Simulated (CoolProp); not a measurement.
The numbers come from the reference Helmholtz-energy equation of state, Gao 2022 in CoolProp.

### Question
For n-perfluorohexane, give the phase and the Z, cv (kJ/(kg K)), expansivity (1/kK) at 20.65 °C and 0.444 MPa.

### Answer
- 20.65 °C and 0.444 MPa: liquid; Z 0.0363, cv 0.846, expansivity 1.70
